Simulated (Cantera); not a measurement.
Charge: 1 mol FeS, 170 mol H2, 5.5 mol H2O, at 1575 K and 4000 Pa.

Cantera equilibrium calculation (NASA polynomials, part measured and part estimated; ideal gas, pure solids and liquids). Candidate condensed phases: Fe, FeO, Fe(OH)2, Fe(OH)3, FeS, FeSO4, FeS2, Fe2O3, Fe2(SO4)3, Fe3O4, H2O, H2SO4, S; 22 gas species. Kinetics and transport are ignored.

Base state: H2 0.963, H2O 0.0313, H2S 0.00524, SH 0.000223, H 0.000204, S2 0.000112, Fe 1.71e-5 (mole fractions); condensed: Fe(γ).

Q: What changes in the equilibrium state with this change: FeS replaced by Fe3O4?

A: 
```tsv
species	before	after
H2	0.963	0.946
H2O	0.0313	0.0541
H	0.000204	0.000202
H2S	0.00524	0
Fe	1.71e-5	1.71e-5
SH	0.000223	0
S2	0.000112	0
Fe(γ), mol	0.997	3.00
```
